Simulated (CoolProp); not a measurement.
Propylene glycol along the isotherm 620 K: Z from the reference equation and from simpler models built on Tc = 674.0 K, pc = 7.292 MPa, ω = 0.327; each cubic takes its own stable root.

Values from CoolProp's reference Helmholtz-energy equation of state, Eisenbach 2021.

| p (MPa) | phase | reference |
|---|---|---|
| 1.66 | gas | 0.8854 |
| 3.31 | liquid | 0.07313 |
| 4.97 | liquid | 0.1083 |
| 6.63 | liquid | 0.1427 |
| 8.29 | liquid | 0.1764 |
| 9.94 | liquid | 0.2095 |
| 11.6 | liquid | 0.2423 |
| 13.3 | liquid | 0.2755 |
| 14.9 | liquid | 0.3063 |
| 16.6 | liquid | 0.3388 |
| 18.2 | liquid | 0.3691 |

Problem. How far does each simpler model (Soave-Redlich-Kwong, Peng-Robinson) lie from the reference over these 11 states: mean and median of the absolute difference, and the worst?

Solution. 
- Soave-Redlich-Kwong: mean 89.4 %, median 6.3 %, worst +920.9 % at 620 K and 3.31 MPa
- Peng-Robinson: mean 85.7 %, median 5.5 %, worst +896.6 % at 620 K and 3.31 MPa

At some of these states Soave-Redlich-Kwong, Peng-Robinson gives the other phase, because its saturation line lies elsewhere.
